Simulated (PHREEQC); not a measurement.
Solution (75 °C): 0.014 mol/kgw H3BO3 and 0.015 mol/kgw K2HPO4. Closed to the air; pH follows from the charge balance.

All values are PHREEQC results (ion-association model, phreeqc.dat), not measurements.

This is a speciation only: nothing precipitates in the calculation.

**Question.** Estimate the pH.

**Answer.** pH 7.83.

**Question.** In which forms is P present?

**Answer.** HPO4-2 89 %, H2PO4- 9.1 %, KHPO4- 2.3 % of the P.

Away from 25 °C the constants follow the database's enthalpies or fits; those with neither stay at their 25 °C values.
